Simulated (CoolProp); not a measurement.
Vapour-liquid equilibrium of benzene (1) + n-nonane (2) at 0.147 MPa; x and y are mole fractions of (1).

Model: multi-fluid Helmholtz-energy mixture model, Thol 2012 and Lemmon 2006; pair parameters Bell 2016, in CoolProp.

| x | bubble temperature, mixture model (K) | bubble temperature, Raoult's law (K) | y, mixture model | y, Raoult's law |
|---|---|---|---|---|
| 0.05 | 427.3 | 430.2 | 0.269 | 0.228 |
| 0.125 | 414.1 | 419.7 | 0.518 | 0.461 |
| 0.2 | ___ | 411.0 | 0.659 | 0.613 |
| 0.275 | ___ | 403.7 | 0.746 | 0.717 |
| 0.35 | 391.4 | 397.4 | 0.803 | 0.790 |
| 0.425 | 386.9 | 392.0 | 0.844 | 0.844 |
| 0.5 | 383.1 | 387.2 | 0.875 | 0.883 |
| 0.575 | 379.9 | 383.0 | 0.900 | 0.914 |
| 0.65 | 377.0 | 379.3 | ___ | 0.938 |
| 0.725 | ___ | 375.9 | 0.940 | 0.957 |
| 0.8 | 371.9 | 372.8 | ___ | 0.972 |
| 0.875 | 369.6 | 370.0 | ___ | 0.984 |
| 0.95 | 367.3 | 367.4 | 0.990 | 0.994 |

Complete the blanks.


- 0.2, bubble temperature, mixture model (K): 404.3
- 0.275, bubble temperature, mixture model (K): 397.0
- 0.65, y, mixture model: 0.922
- 0.725, bubble temperature, mixture model (K): 374.4
- 0.8, y, mixture model: 0.958
- 0.875, y, mixture model: 0.974

The largest gap from Raoult's law is -6.7 K in bubble temperature, at x = 0.275. No azeotrope shows between x = 0.05 and 0.95.

The pair parameters rest on a limited set of measurements; away from them the model extrapolates.
